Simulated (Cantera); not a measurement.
Input: 1 mol SiH4, 0.049 mol CH4, 1000 mol H2, equilibrated at 3.00 mbar.

Method: chemical equilibrium by Gibbs-energy minimisation in Cantera with the NASA 1993 tables (ideal gas, pure condensed phases). Candidate condensed phases: C, C6H6, C7H8, C8H18, Si, SiC; 87 gas species. The numbers say what is thermodynamically allowed, not how fast it happens. All values below are at 650 °C.

Base state: H2 1.00 (mole fractions); condensed: Si(s) + SiC(s).

What changes in the equilibrium state with this change: pressure from 3.00 mbar to 0.270 bar?


| species | before | after |
|---|---|---|
| H2 | 1.00 | 1.000 |
| CH4 | 1.31e-7 | 1.18e-5 |
| Si(s), mol | 0.951 | 0.963 |
| SiC(s), mol | 0.0489 | 0.0372 |
